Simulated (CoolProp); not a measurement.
Values from CoolProp's reference Helmholtz-energy equation of state, Thol 2017.

For octamethyltrisiloxane (MDM), give the phase and the Z, cp (kJ/(kg K)), speed of sound (m/s), isothermal compressibility (1/MPa) at 541.3 K and 0.575 MPa; 541.3 K and 0.623 MPa; 541.3 K and 0.671 MPa.


- 541.3 K and 0.575 MPa: gas; Z 0.813, cp 2.12, speed of sound 113, isothermal compressibility 2.23
- 541.3 K and 0.623 MPa: gas; Z 0.793, cp 2.14, speed of sound 110, isothermal compressibility 2.14
- 541.3 K and 0.671 MPa: gas; Z 0.772, cp 2.16, speed of sound 106, isothermal compressibility 2.07
